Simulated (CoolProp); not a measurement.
Model: reference Helmholtz-energy equation of state, Lemmon 2006, in CoolProp. It is a short technical equation, of lower accuracy than the large ones.

### Question
For CH3F (R41), give the phase and the density (kg/m³), cp (kJ/(kg K)), expansivity (1/kK) at -101.45 °C and 758 kPa.

### Answer
- -101.45 °C and 758 kPa: liquid; density 928, cp 2.06, expansivity 2.09
